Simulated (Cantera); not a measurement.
What does this Cantera script print?

```python
import numpy as np
import cantera as ct

gas = ct.Solution("h2o2.yaml")
gas.TP = 300, 68000
flame = ct.CounterflowDiffusionFlame(gas, width=0.02)
flame.fuel_inlet.X, flame.fuel_inlet.T = {'H2': 1}, 375
flame.oxidizer_inlet.X, flame.oxidizer_inlet.T = {'O2': 0.22, 'N2': 0.78}, 675
flame.set_refine_criteria(ratio=3, slope=0.12, curve=0.24, prune=0.03)
show = ['OH', 'H', 'H2O', 'HO2']

rows = []
print(f"{'mdot':>8s}{'a_max':>10s}{'a_mean':>10s}{'Tmax/K':>9s}" + "".join(f"{s:>11s}" for s in show) + "   (peak mole fractions)")
for i, mdot in enumerate([0.41, 0.54, 0.71, 0.93, 1.2, 1.6, 2.1, 2.8, 3.7]):  # kg/m2/s on the oxidiser side
    flame.oxidizer_inlet.mdot, flame.fuel_inlet.mdot = mdot, 0.37 * mdot
    flame.solve(loglevel=0, auto=(i == 0))
    if flame.T.max() < max(375, 675) + 100:
        print(f"{mdot:8.3g}  no burning solution found from the previous one")
        break
    dT = np.abs(np.gradient(flame.T, flame.grid))
    rows.append([flame.strain_rate("max"), flame.strain_rate("mean"), flame.T.max(),
                 *(flame.X[gas.species_index(s)].max() for s in show), max(dT[0], dT[-1]) / dT.max()])
    print(f"{mdot:8.3g}{rows[-1][0]:10.1f}{rows[-1][1]:10.1f}{rows[-1][2]:9.1f}" + "".join(f"{x:11.3e}" for x in rows[-1][3:-1]))
```

Result:

```
    mdot     a_max    a_mean   Tmax/K         OH          H        H2O        HO2   (peak mole fractions)
    0.41     865.6     231.1   2422.4  2.552e-02  2.769e-02  2.721e-01  5.182e-05
    0.54    1116.6     304.3   2374.6  2.536e-02  3.022e-02  2.695e-01  5.997e-05
    0.71    1459.5     400.2   2324.4  2.507e-02  3.298e-02  2.672e-01  6.863e-05
    0.93    1895.9     524.1   2272.4  2.460e-02  3.590e-02  2.649e-01  7.713e-05
     1.2    2423.4     676.3   2217.8  2.396e-02  3.858e-02  2.632e-01  8.460e-05
     1.6    3198.0     901.8   2155.5  2.310e-02  4.166e-02  2.611e-01  9.311e-05
     2.1    4166.8    1183.6   2106.2  2.263e-02  4.530e-02  2.586e-01  1.009e-04
     2.8    5550.7    1578.1   2047.5  2.178e-02  4.897e-02  2.562e-01  1.098e-04
     3.7    7322.8    2085.3   1985.8  2.065e-02  5.250e-02  2.538e-01  1.184e-04
```

Model: the H2/O2 subset of GRI-Mech 3.0, which has no nitrogen chemistry, integrated in Cantera. The maximum strain rate includes the flame's own expansion and is several times the mean.
